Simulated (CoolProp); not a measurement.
Model: reference Helmholtz-energy equation of state, Thol 2014, in CoolProp.

Question: For diethyl ether, give the phase and the Z, cp (kJ/(kg K)), expansivity (1/kK) at 401.4 K and 4950 kPa; 417.5 K and 4950 kPa.

Answer: 
- 401.4 K and 4950 kPa: liquid; Z 0.189, cp 2.75, expansivity 2.76
- 417.5 K and 4950 kPa: liquid; Z 0.191, cp 2.85, expansivity 3.24
